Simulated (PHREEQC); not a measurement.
## Copper plating or etch bath (model solution)

Dissolve 15 mmol/kgw Cu(NO3)2, 37 mmol/kgw HCl and 47 mmol/kgw H3BO3 at 87 °C. Closed to the air; pH follows from the charge balance.

Computed with PHREEQC (ion-association model, phreeqc.dat).

No solid was allowed to form.

Question: What pH, ionic strength does the model give?

Answer: pH 1.52; ionic strength 0.0729 mol/kgw.

Question: In which forms is Cu present?

Answer: Cu+2 70 %, CuCl+ 30 %, CuCl2 0.5 % of the Cu.

At this temperature some constants are extrapolated from 25 °C, and those without enthalpy data are left unchanged.
